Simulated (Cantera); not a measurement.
**N2O furnace oxynitridation**

An isothermal, constant-pressure homogeneous reactor starts with 99.3 % N2O, 0.695 % H2O, at 1173 K and 1.09 atm.

Model: GRI-Mech 3.0 (53 species, 325 reactions), integrated in Cantera. GRI-Mech 3.0 was tuned for natural gas; its chemistry of N2O as a main component is partial and can be far from experiment. The mechanism lacks the step 2 NO + O2 → 2 NO2, which can matter for NO2 below about 1400 K. The temperature is held fixed by assumption; the heat of reaction is taken as removed at once.

```csv
t (s),x N2O,x H2O,x NO,x OH,x O2,x HO2
3.00e-5,0.993,0.00695,8.71e-7,5.66e-8,4.18e-6,1.94e-9
0.000160,0.993,0.00695,5.58e-6,3.08e-7,2.68e-5,6.61e-8
0.000857,0.993,0.00695,3.05e-5,9.75e-7,0.000148,9.38e-7
0.00458,0.990,0.00694,0.000150,2.82e-6,0.000797,1.45e-6
0.0245,0.979,0.00692,0.000736,4.38e-6,0.00424,6.73e-7
0.131,0.921,0.00678,0.00389,5.68e-6,0.0218,2.31e-7
0.700,0.686,0.00624,0.0166,5.73e-6,0.0939,6.07e-8
3.74,0.217,0.00515,0.0371,3.89e-6,0.240,1.76e-8
20.0,0.00534,0.00466,0.0399,8.64e-7,0.309,3.80e-9
```
x: mole fraction; the columns are a selection and need not sum to one.

Equilibrium at this temperature and pressure: N2O 1.26e-8, H2O 0.00464, NO 0.000184, OH 4.87e-7, O2 0.332, HO2 3.07e-9 (gas phase only).
